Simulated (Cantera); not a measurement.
Mixture: C₃H₈ : O₂ : N₂ : CO₂ = 1 : 10 : 37.6 : 5.4 (molar parts), equivalence ratio 0.50, at 20300 Torr, adiabatic and at constant volume. Ignition delay is the time to a rise of 400 K.

Cantera simulation using GRI-Mech 3.0 (53 species, 325 reactions); the numbers are that mechanism's predictions, not measurements. GRI-Mech 3.0 was tuned for natural gas; its chemistry of propane as a main component is partial and can be far from experiment. The pressure lies above the range GRI-Mech 3.0 was tuned for (to about 10 atm).

### Question
What does this change do: pressure from 20300 Torr to 15800 Torr?

### Answer
| quantity | before | after |
|---|---|---|
| delay at 1050 K | 9.46 ms | 12.0 ms |
| delay at 1125 K | 2.52 ms | 3.16 ms |
| delay at 1200 K | 0.727 ms | 0.889 ms |
| delay at 1275 K | 0.225 ms | 0.267 ms |
| delay at 1350 K | 75.7 µs | 88.0 µs |
| delay at 1425 K | 28.4 µs | 32.6 µs |
| delay at 1500 K | 12.0 µs | 13.7 µs |
| apparent activation energy between 1350 and 1500 K | 210 kJ/mol | 210 kJ/mol |
